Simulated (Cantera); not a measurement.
A perfectly stirred reactor is fed with CH4 : O2 : N2 = 1 : 4.26 : 25.5 (molar parts), at 0.310 bar; it is adiabatic with a 425 K inlet, and is followed from long to short residence time, starting on the burning branch (τ in s: 0.061, 0.021, 0.007, 0.0024, 0.00081, 0.00028, 9.4e-05, 3.2e-05, 1.1e-05, 3.7e-06).

Model: GRI-Mech 3.0 (53 species, 325 reactions), integrated in Cantera.

Task: What does this change do: inlet temperature 425 to 725 K?

Result: 
| quantity | before | after |
|---|---|---|
| state | not burning at any residence time tried | not reached |
| x(CH4) at τ = 61.0 ms | 0.0325 | 4.22e-5 |
| x(O2) at τ = 61.0 ms | 0.138 | 0.0736 |
| x(CH2O) at τ = 61.0 ms | <1e-12 | 3.78e-6 |
| x(H2O) at τ = 61.0 ms | <1e-12 | 0.0641 |
| x(CO) at τ = 61.0 ms | <1e-12 | 0.000824 |
| x(CH4) at τ = 0.280 ms | 0.0325 | 0.0325 |
| x(O2) at τ = 0.280 ms | 0.138 | 0.138 |
| x(CH2O) at τ = 0.280 ms | <1e-12 | <1e-12 |
| x(H2O) at τ = 0.280 ms | <1e-12 | <1e-12 |
| x(CO) at τ = 0.280 ms | <1e-12 | <1e-12 |
| blow-out, bracketed by the residence times tried | not reached | burning at 2.40 ms, out at 0.810 ms |
